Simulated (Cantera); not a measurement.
Input: 1 mol B2O3, a varied amount of H2, held at 1.30 mbar.

Equilibrium computed with Cantera from the NASA thermochemical tables; the gas is ideal and each condensed phase is pure. Candidate condensed phases: B, B2O3, B3O3H3, H2O; 23 gas species. Equilibrium is a limit: real reactors are often held back by kinetics, nucleation or transport.

What condenses at these points (T in K, n(H2) in mol): (2125, 1.2); (1825, 72); (1225, 18); (2325, 4.7); (2325, 72)?


| T (K) | n(H2) in mol | condensed phases | B condensed (%) |
|---|---|---|---|
| 2125 | 1.2 | gas only | 0.0 |
| 1825 | 72 | gas only | 0.0 |
| 1225 | 18 | B2O3 | 99.5 |
| 2325 | 4.7 | gas only | 0.0 |
| 2325 | 72 | gas only | 0.0 |
